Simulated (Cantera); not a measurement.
Feed: 1 mol PbS, 8.6 mol H₂, held at 1525 K and 10000 Pa.

These are equilibrium values from Cantera (NASA tables, ideal gas, pure condensed phases), not measurements of a reactor. Candidate condensed phases: Pb, PbS, S; 10 gas species. Equilibrium is a limit: real reactors are often held back by kinetics, nucleation or transport.

Q: What is the equilibrium state?

A: 
```json
{
 "x(H₂)": "0.864",
 "x(PbS)": "0.0711",
 "x(Pb)": "0.0329",
 "x(H₂S)": "0.0300",
 "x(S₂)": "0.00116",
 "x(SH)": "0.000565",
 "x(H)": "6.95e-5",
 "x(S)": "5.83e-6",
 "x(Pb₂)": "1.70e-6",
 "gas_amount": "9.614 mol",
 "log10 activity of Pb(l) (absent)": "-0.98",
 "log10 activity of S(l) (absent)": "-3.20"
}
```
